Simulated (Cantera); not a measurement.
Charge: 1 mol SiC, 1.9 mol H2, 0.1 mol Si, held at 23.0 Pa.

Cantera equilibrium calculation (NASA polynomials, part measured and part estimated; ideal gas, pure solids and liquids). Candidate condensed phases: C, C6H6, C7H8, C8H18, Si, SiC; 87 gas species. Equilibrium is a limit: real reactors are often held back by kinetics, nucleation or transport.

### Question
At 2175 °C, list the 5 most abundant gas species with their mole fractions, and the condensed phases.

### Answer
H 0.555, Si 0.213, H2 0.179, SiC2 0.0475, Si2C 0.00193. Condensed: C(graphite).
